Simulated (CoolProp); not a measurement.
Vapour-liquid equilibrium of ammonia (1) + benzene (2) at 22.75 °C; x and y are mole fractions of (1).

Values from CoolProp's multi-fluid Helmholtz-energy mixture model, Gao 2020 and Thol 2012; pair parameters Bell 2016.

```tsv
x	bubble pressure, mixture model (MPa)	bubble pressure, Raoult's law (MPa)	y, mixture model	y, Raoult's law
0.05	0.1408	0.05761	0.919	0.811
0.125	0.3161	0.1269	0.964	0.921
0.2	(withheld)	0.1961	0.976	0.953
0.275	(withheld)	0.2654	0.980	0.969
0.35	0.6340	0.3347	(withheld)	0.978
0.425	0.6794	0.4039	0.985	0.984
0.5	0.7078	0.4732	0.985	0.988
0.575	0.7273	0.5425	0.986	0.991
0.65	(withheld)	0.6117	(withheld)	0.993
0.725	0.7662	0.6810	0.988	0.995
0.8	0.7953	0.7503	(withheld)	0.997
0.875	0.8356	0.8195	0.992	0.998
0.95	(withheld)	0.8888	(withheld)	0.999
```

Task: Fill in the missing entries.

Result: 
- 0.2, bubble pressure, mixture model (MPa): 0.4579
- 0.275, bubble pressure, mixture model (MPa): 0.5627
- 0.35, y, mixture model: 0.983
- 0.65, bubble pressure, mixture model (MPa): 0.7450
- 0.65, y, mixture model: 0.987
- 0.8, y, mixture model: 0.989
- 0.95, bubble pressure, mixture model (MPa): 0.8900
- 0.95, y, mixture model: 0.996

The largest gap from Raoult's law is +149.1 % in bubble pressure, at x = 0.125. No azeotrope shows between x = 0.05 and 0.95.

Pair parameters are fitted to limited data, so mixtures are less certain than the pure fluids. With so large a gap from Raoult's law the liquid may split in two, which this calculation doesn't test in full.
